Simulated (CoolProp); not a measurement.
The fluid at 298.15 K and 0.0799 MPa is compressed adiabatically to 0.393 MPa with isentropic efficiency 0.85. The same conditions are run with several fluids, on thermodynamics alone (safety and materials aside).

The numbers come from the reference Helmholtz-energy equation of state of each fluid (vinyl chloride: Thol 2022; oxygen: Schmidt 1985; R125: Lemmon 2005; R507A: Lemmon 2003; c-C4F8 (RC318): Platzer 1990) in CoolProp. The equations of Platzer and Polt are older, rougher fits. Blends and air are pseudo-pure fits.

Task: Rank vinyl chloride, oxygen, R125, R507A, c-C4F8 (RC318) by work (kJ/kg), highest first.

Result: oxygen (183), vinyl chloride (82.0), R507A (49.7), R125 (40.6), c-C4F8 (RC318) (23.1)

| fluid | final temperature (K) | final density (kg/m³) |
|---|---|---|
| vinyl chloride | 388.7 | 7.84 |
| oxygen | 492.7 | 3.07 |
| R125 | 349.8 | 16.8 |
| R507A | 355.6 | 13.6 |
| c-C4F8 (RC318) | 330.6 | 31.3 |

Above 300 K oxygen's equation is extrapolated.
